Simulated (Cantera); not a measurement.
Charge: 1 mol MgCO3, 1.5 mol H2S, 0.62 mol CO2, held at 1648 K and 21.0 mbar.

Method: chemical equilibrium by Gibbs-energy minimisation in Cantera with the NASA 1993 tables (ideal gas, pure condensed phases). Candidate condensed phases: C, C6H6, C7H8, C8H18, H2O, H2SO4, Mg, MgCO3, MgO, Mg(OH)2, MgS, MgSO4, S; 130 gas species. Rates play no part.

Base state: CO 0.286, H2O 0.214, S2 0.160, H2 0.150, CO2 0.127, SO2 0.0328, H2S 0.0165, SO 0.00619 (mole fractions); condensed: MgO(s).

Q: What changes in the equilibrium state with this change: temperature from 1648 K to 1275 K?

A: 
```
species        before     after
-----------  --------  --------
CO2             0.127     0.225
CO              0.286     0.207
H2O             0.214     0.206
H2S            0.0165    0.0848
SO2            0.0328   0.00271
H2              0.150     0.113
S2              0.160     0.155
OH            1.53e-5   3.61e-8
H            0.000238   1.71e-6
S            0.000537   5.14e-6
SO            0.00619  0.000133
CS2           2.12e-6   2.59e-5
MgO(s), mol     1.000      1.00
```
Gases not in the tables: S3 to S7.
